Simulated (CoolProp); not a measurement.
A single-stage vapour-compression cycle with the fluid: evaporating at 199.15 K (dew point), condensing at 234.15 K (bubble point), superheat 2 K, subcooling 0 K, compressor efficiency 0.9, no pressure losses. The same conditions are run with several fluids, on thermodynamics alone (safety and materials aside).

Values from CoolProp's reference Helmholtz-energy equation of state of each fluid (hydrogen chloride: Thol 2018; propane: Lemmon 2009; CH2F2 (R32): Tillner-Roth 1997; carbonyl sulfide: Lemmon 2006; hydrogen sulfide: Lemmon 2006; C2F6 (R116): Lemmon 2006).

```
fluid              cooling COP  pressure ratio  discharge temperature (K)  refrigerating effect (kJ/kg)  volumetric capacity (kJ/m³)
-----------------  -----------  --------------  -------------------------  ----------------------------  ---------------------------
hydrogen chloride         4.19            4.36                          …                           374                            …
propane                   4.51            6.05                          …                             …                            …
CH2F2 (R32)               4.29            6.64                      308.8                             …                          311
carbonyl sulfide          4.37            5.73                      303.6                           284                          298
hydrogen sulfide          4.29            5.58                      319.2                           494                            …
C2F6 (R116)               4.08            4.46                      239.6                             …                          886
```

Q: What belongs in the gaps?

A: 
- hydrogen chloride, discharge temperature (K): 315.3
- hydrogen chloride, volumetric capacity (kJ/m³): 1550
- propane, discharge temperature (K): 264.3
- propane, refrigerating effect (kJ/kg): 383
- propane, volumetric capacity (kJ/m³): 196
- CH2F2 (R32), refrigerating effect (kJ/kg): 351
- hydrogen sulfide, volumetric capacity (kJ/m³): 489
- C2F6 (R116), refrigerating effect (kJ/kg): 81.2
